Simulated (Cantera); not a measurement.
Feed: 1 mol Si, 3.6 mol H2, 1.7 mol Cl2, held at 1123.15 K and 2.10 bar.

Equilibrium computed with Cantera from the NASA thermochemical tables; the gas is ideal and each condensed phase is pure. Candidate condensed phases: Si; 19 gas species. The tables' values for SiCl3 are old estimates; treat these amounts as uncertain. Kinetics and transport are ignored.

Base state: H2 0.767, SiCl4 0.128, SiHCl3 0.0712, HCl 0.0237, SiH2Cl2 0.00485, SiCl3 0.00399, SiCl2 0.00154, SiH3Cl 8.84e-5 (mole fractions); condensed: Si(s).

Problem. What changes in the equilibrium state with this change: Cl2 from 1.7 to 0.72 mol?

Solution. 
```
species      before     after
----------  -------  --------
H2            0.767     0.881
SiCl4         0.128    0.0530
SiHCl3       0.0712    0.0394
HCl          0.0237    0.0203
SiCl3       0.00399   0.00206
SiCl2       0.00154  0.000992
Si(s), mol   0.0791     0.610
```

Problem. What changes in the equilibrium state with this change: 1.9 mol H2O added?

Solution. 
| species | before | after |
|---|---|---|
| H2 | 0.767 | 0.545 |
| HCl | 0.0237 | 0.448 |
| SiCl4 | 0.128 | 0.00685 |
| SiHCl3 | 0.0712 | 0.000143 |
| SiH3Cl | 8.84e-5 | <1e-9 |
| H2O | 0 | 1.71e-5 |
| SiH2Cl2 | 0.00485 | 3.67e-7 |
| SiCl2 | 0.00154 | 1.64e-7 |
| Si(s), mol | 0.0791 | 0 |
| SiO2(β-quartz), mol | 0 | 0.950 |
Further candidate phases: H2O, SiO2.

Problem. What changes in the equilibrium state with this change: pressure from 2.10 bar to 1.00 bar?

Solution. 
```csv
species,before,after
H2,0.767,0.767
SiCl4,0.128,0.133
SiHCl3,0.0712,0.0609
HCl,0.0237,0.0288
SiH3Cl,8.84e-5,5.11e-5
SiCl2,0.00154,0.00228
"Si(s), mol",0.0791,0.0963
```
